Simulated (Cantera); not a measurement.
A closed system holds: 1 mol Ta, 0.14 mol H2O, 130 mol H2, 0.32 mol CO2, held at 7.00 Pa.

Equilibrium computed with Cantera from the NASA thermochemical tables; the gas is ideal and each condensed phase is pure. Candidate condensed phases: C, C6H6, C7H8, C8H18, H2O, Ta, TaC, Ta2O5; 113 gas species. Condensed phases not in the tables: Ta2C, N, O or C dissolved in the metal. Kinetics and transport are ignored.

Question: At 2300 K, list the 4 most abundant gas species with their mole fractions, and the condensed phases.

Answer: H 0.665, H2 0.331, TaO 0.00213, CO 0.00163. Condensed: Ta(s).
